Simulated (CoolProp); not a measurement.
A single-stage vapour-compression cycle with R236EA: evaporating at 313.15 K (dew point), condensing at 364.15 K (bubble point), superheat 5 K, subcooling 0 K, compressor efficiency 0.7, no pressure losses. Each further row changes one setting.

Values from CoolProp's reference Helmholtz-energy equation of state, Rui 2013.

```
case                              cooling COP  pressure ratio  discharge temperature (K)  refrigerating effect (kJ/kg)  volumetric capacity (kJ/m³)
--------------------------------  -----------  --------------  -------------------------  ----------------------------  ---------------------------
as stated                                2.86            3.83                      364.7                          82.8                         1770
evaporating temperature 318.15 K         3.35            3.29                      365.0                    (withheld)                   (withheld)
condensing temperature 359.15 K          3.37            3.42                      360.2                          90.0                         1930
subcooling 5 K                           3.11            3.83                      364.7                          90.0                         1930
superheat 15 K                           3.00            3.83                      374.1                    (withheld)                   (withheld)
compressor efficiency 0.6                2.45            3.83                 (withheld)                          82.8                         1770
```

Problem. Fill in the missing entries.

Solution. 
- evaporating temperature 318.15 K, refrigerating effect (kJ/kg): 86.4
- evaporating temperature 318.15 K, volumetric capacity (kJ/m³): 2150
- superheat 15 K, refrigerating effect (kJ/kg): 92.2
- superheat 15 K, volumetric capacity (kJ/m³): 1890
- compressor efficiency 0.6, discharge temperature (K): 368.7
